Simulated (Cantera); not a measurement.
# BN + H2 (sublimation and decomposition of ceramics)

Feed: 1 mol BN, 0.24 mol H2, equilibrated at 2473.15 K and 13300 Pa.

Cantera equilibrium calculation (NASA polynomials, part measured and part estimated; ideal gas, pure solids and liquids). Candidate condensed phases: B, BN; 15 gas species. Mutual solubility and eutectic melting of coexisting phases are not modelled. The tables' values for BH2 are old estimates; treat these amounts as uncertain. Gases not in the tables: B2H6 and higher boranes. Rates play no part.

```
Property        Result
----------  ----------
x(H2)            0.608
x(N2)            0.342
x(H)            0.0476
x(BH2)         0.00222
x(B)          0.000501
x(BH)          7.99e-5
x(BN)          4.30e-5
x(BH3)         1.44e-5
n(B(l))      0.258 mol
n(BN(s))     0.741 mol
gas amount  0.3787 mol
```
